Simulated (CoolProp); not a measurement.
Computed with CoolProp (reference Helmholtz-energy equation of state, Zhou 2012).

Q: For o-xylene, give the phase and the Z, cv (kJ/(kg K)), Joule-Thomson coefficient (K/MPa), conductivity (mW/(m K)) at 346.85 °C and 934 kPa; 346.85 °C and 1640 kPa.

A: 
- 346.85 °C and 934 kPa: gas; Z 0.895, cv 2.24, Joule-Thomson coefficient 8.55, conductivity 44.4
- 346.85 °C and 1640 kPa: gas; Z 0.803, cv 2.27, Joule-Thomson coefficient 10.1, conductivity 45.8

Thermal conductivity comes from a separate model (Mylona 2014).
